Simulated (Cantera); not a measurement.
Moist CO burnout

An isothermal, constant-pressure homogeneous reactor starts with 0.125 % CO, 2.40 % O2, 1.63 % H2O, 95.8 % N2, equivalence ratio 0.026, at 1448 K and 15000 Pa.

Model: GRI-Mech 3.0 (53 species, 325 reactions), integrated in Cantera.

```
t (s)         x CO    x O2   x H2O    x HO2       x O      x NO
--------  --------  ------  ------  -------  --------  --------
0.000900   0.00125  0.0240  0.0163  3.41e-9   4.06e-9    <1e-12
0.00212    0.00125  0.0240  0.0163  6.67e-9   1.21e-8    <1e-12
0.00499    0.00125  0.0240  0.0163  1.17e-8   9.20e-8    <1e-12
0.0117     0.00122  0.0239  0.0163  7.42e-8   7.56e-6  1.23e-11
0.0277    0.000222  0.0233  0.0160  4.24e-7  0.000327   1.57e-8
0.0651     1.10e-5  0.0233  0.0161  2.42e-7  0.000127   7.59e-8
0.153      2.30e-6  0.0233  0.0162  7.90e-8   3.01e-5   1.06e-7
0.361      5.64e-7  0.0233  0.0163  2.41e-8   7.94e-6   1.21e-7
0.850      1.70e-7  0.0233  0.0163  9.93e-9   2.58e-6   1.28e-7
2.00       7.00e-8  0.0233  0.0163  6.82e-9   1.13e-6   1.32e-7
```
x: mole fraction; the columns are a selection and need not sum to one.

Equilibrium at this temperature and pressure: CO 4.64e-8, O2 0.0232, H2O 0.0163, HO2 6.36e-9, O 7.72e-7, NO 0.000346 (gas phase only).
